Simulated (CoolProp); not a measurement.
The numbers come from the reference Helmholtz-energy equation of state, Thol 2018 in CoolProp.

**Question.** Give the vapour pressure (kPa), liquid density (kg/m³), enthalpy of vaporisation (kJ/kg) of saturated hydrogen chloride at 274.8, 279.8 K.

**Answer.** 
| T (K) | p (kPa) | liquid density (kg/m³) | enthalpy of vaporisation (kJ/kg) |
|---|---|---|---|
| 274.8 | 2700 | 921 | 308 |
| 279.8 | 3070 | 900 | 295 |
